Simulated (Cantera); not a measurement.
An isothermal, constant-pressure homogeneous reactor starts with CO : O₂ : H₂O : N₂ = 0.012 : 0.0033 : 0.0011 : 1 (molar parts), equivalence ratio 1.8, at 1375 K and 2.20 bar. Integrator tolerance rtol = 1e-08.

Model: GRI-Mech 3.0 (53 species, 325 reactions), integrated in Cantera.

Q: What does this change do: temperature 1375 to 975 K?

A: 
```tsv
quantity	before	after
x(CO) at 2.00 s	0.00505 (gas-phase equilibrium 0.00504)	0.0115 (gas-phase equilibrium 0.00477)
x(O₂) at 2.00 s	3.27e-11 (gas-phase equilibrium <1e-12)	0.00309 (gas-phase equilibrium <1e-12)
x(H₂O) at 2.00 s	0.000799 (gas-phase equilibrium 0.000799)	0.00108 (gas-phase equilibrium 0.000523)
x(N₂O) at 2.00 s	3.51e-9 (gas-phase equilibrium <1e-12)	2.07e-8 (gas-phase equilibrium <1e-12)
x(CO₂) at 2.00 s	0.00680 (gas-phase equilibrium 0.00680)	0.000319 (gas-phase equilibrium 0.00708)
x(H₂O₂) at 2.00 s	<1e-12 (gas-phase equilibrium <1e-12)	2.57e-8 (gas-phase equilibrium <1e-12)
x(HO₂) at 2.00 s	<1e-12 (gas-phase equilibrium <1e-12)	3.21e-7 (gas-phase equilibrium <1e-12)
```
